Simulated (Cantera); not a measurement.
**Gas-phase reforming**

An isothermal, constant-pressure homogeneous reactor starts with 54.1 % CH4, 45.9 % CO2, at 1375 K and 5.00 bar.

Model: GRI-Mech 3.0 (53 species, 325 reactions), integrated in Cantera.

```json
[
 {"t (s)": "0.000200", "x CH4": "0.541", "x CO2": "0.459", "x O2": "<1e-12", "x C2H6": "4.24e-6", "x CH3": "1.27e-5", "x OH": "4.98e-12", "x C2H4": "1.91e-7"},
 {"t (s)": "0.000557", "x CH4": "0.540", "x CO2": "0.459", "x O2": "<1e-12", "x C2H6": "2.23e-5", "x CH3": "1.42e-5", "x OH": "5.20e-12", "x C2H4": "1.12e-6"},
 {"t (s)": "0.00155", "x CH4": "0.540", "x CO2": "0.459", "x O2": "<1e-12", "x C2H6": "7.33e-5", "x CH3": "1.51e-5", "x OH": "5.64e-12", "x C2H4": "4.86e-6"},
 {"t (s)": "0.00431", "x CH4": "0.540", "x CO2": "0.459", "x O2": "<1e-12", "x C2H6": "0.000208", "x CH3": "1.71e-5", "x OH": "7.09e-12", "x C2H4": "2.40e-5"},
 {"t (s)": "0.0120", "x CH4": "0.539", "x CO2": "0.459", "x O2": "<1e-12", "x C2H6": "0.000521", "x CH3": "2.10e-5", "x OH": "1.25e-11", "x C2H4": "0.000149"},
 {"t (s)": "0.0334", "x CH4": "0.536", "x CO2": "0.459", "x O2": "<1e-12", "x C2H6": "0.000964", "x CH3": "2.56e-5", "x OH": "3.40e-11", "x C2H4": "0.000910"},
 {"t (s)": "0.0928", "x CH4": "0.526", "x CO2": "0.457", "x O2": "<1e-12", "x C2H6": "0.00104", "x CH3": "2.61e-5", "x OH": "1.09e-10", "x C2H4": "0.00339"},
 {"t (s)": "0.258", "x CH4": "0.500", "x CO2": "0.447", "x O2": "<1e-12", "x C2H6": "0.000814", "x CH3": "2.36e-5", "x OH": "3.55e-10", "x C2H4": "0.00660"},
 {"t (s)": "0.719", "x CH4": "0.440", "x CO2": "0.417", "x O2": "<1e-12", "x C2H6": "0.000585", "x CH3": "2.03e-5", "x OH": "1.18e-9", "x C2H4": "0.0124"},
 {"t (s)": "2.00", "x CH4": "0.333", "x CO2": "0.330", "x O2": "<1e-12", "x C2H6": "0.000580", "x CH3": "1.88e-5", "x OH": "4.60e-9", "x C2H4": "0.0284"}
]
```
x: mole fraction; the columns are a selection and need not sum to one.

Equilibrium at this temperature and pressure: CH4 0.0430, CO2 0.000328, O2 <1e-12, C2H6 7.65e-6, CH3 1.91e-6, OH 2.72e-11, C2H4 0.000131 (gas phase only).
